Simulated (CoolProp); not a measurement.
The fluid at 293.15 K and 0.0949 MPa expands adiabatically to 0.00666 MPa with isentropic efficiency 0.9. The same conditions are run with several fluids, on thermodynamics alone (safety and materials aside).

Values from CoolProp's reference Helmholtz-energy equation of state of each fluid (isobutene: Lemmon 2005; chlorine: Thol 2021; ethylene: Smukala 2000; carbon monoxide: Lemmon 2006; dry air: Lemmon 2000). Blends and air are pseudo-pure fits.

```json
[
 {"fluid": "isobutene", "work (kJ/kg)": "89.5", "final temperature (K)": "228.3", "final phase": "gas", "final density (kg/m³)": "0.198"},
 {"fluid": "chlorine", "work (kJ/kg)": "…", "final temperature (K)": "…", "final phase": "two-phase, vapour fraction 0.950", "final density (kg/m³)": "0.314"},
 {"fluid": "ethylene", "work (kJ/kg)": "157", "final temperature (K)": "175.3", "final phase": "gas", "final density (kg/m³)": "…"},
 {"fluid": "carbon monoxide", "work (kJ/kg)": "146", "final temperature (K)": "152.8", "final phase": "gas", "final density (kg/m³)": "…"},
 {"fluid": "dry air", "work (kJ/kg)": "141", "final temperature (K)": "152.6", "final phase": "gas", "final density (kg/m³)": "…"}
]
```

Fill in the missing entries.


- chlorine, work (kJ/kg): 61.5
- chlorine, final temperature (K): 191.3
- ethylene, final density (kg/m³): 0.128
- carbon monoxide, final density (kg/m³): 0.147
- dry air, final density (kg/m³): 0.152
